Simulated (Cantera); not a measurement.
A Cantera script and what it prints.

```python
import numpy as np
import cantera as ct

gas_names = """
    N NO NO2 NO3 N2 N2O O O2 O3 Si SiN SiO SiO2 Si2 Si2N Si3
""".split()
cond_names = """
    Si(cr) Si(L) SiO2(Lqz) SiO2(hqz) SiO2(L) Si2N2O(s) Si3N4(a)
""".split()


# ... load() reads the species with a 1 bar reference pressure and builds the phases ...
atoms = {
    'Si3N4': {'Si': 3, 'N': 4},
    'O2': {'O': 2},
    'N2': {'N': 2},
}
top_T = {'Si2N2O(s)': 2100, 'Si3N4(a)': 2400}  # K; cautious upper limits of use, not melting points


# ... equilibrate(T, P, feed) seeds the gas with the atoms and calls Mixture.equilibrate('TP', solver="vcs", rtol=1e-11, max_steps=5000) ...
results = []
feed = {'Si3N4': 1, 'O2': 0.36, 'N2': 320}  # mol
T = 1998.15  # K
for P in [0.1, 2.5, 63, 1600, 40000, 1000000]:
    mix = equilibrate(T, P, feed)
    results.append((T, P, feed, dict(zip(mix.species_names, mix.species_moles))))

top = {s: max(r[3][s] / sum(r[3][g] for g in gas_names) for r in results) for s in gas_names}
cols = sorted((s for s in top if top[s] > 0.0001), key=lambda s: -top[s])[:5]
seen = [c for c in cond_names if any(r[3].get(c, 0) > 1e-12 for r in results)]
print("log10 of partial pressures in bar; condensed amounts in mol")
print(f"{'P/Pa':>10s}" + "".join(f"{s[:9]:>10s}" for s in cols + seen))
for T, P, feed, n in results:
    ng = sum(n[g] for g in gas_names)
    print(f"{P:10.4g}" + "".join(f"{np.log10(max(n[s] / ng * P / 1e5, 1e-99)):10.3f}" for s in cols)
          + "".join(f"{n.get(c, 0):10.4g}" for c in seen))
```

Output:

```
log10 of partial pressures in bar; condensed amounts in mol
      P/Pa        N2        Si       SiO      Si2N     Si(L) Si2N2O(s)  Si3N4(a)
       0.1    -6.004    -8.154    -8.655   -15.403         0         0         0
       2.5    -4.606    -6.757    -7.257   -11.909         0         0         0
        63    -3.205    -5.359    -5.855    -8.414         0         0         0
      1600    -1.798    -4.371    -4.449    -5.733     1.292         0         0
     4e+04    -0.399    -4.634    -3.047    -5.561         0         0    0.7512
     1e+06     1.000    -5.567    -2.864    -6.727         0    0.6762    0.5345
```

Method: chemical equilibrium by Gibbs-energy minimisation in Cantera with the NASA 1993 tables (ideal gas, pure condensed phases). Mutual solubility and eutectic melting of coexisting phases are not modelled. The tables' values for SiN are old estimates; treat these amounts as uncertain.
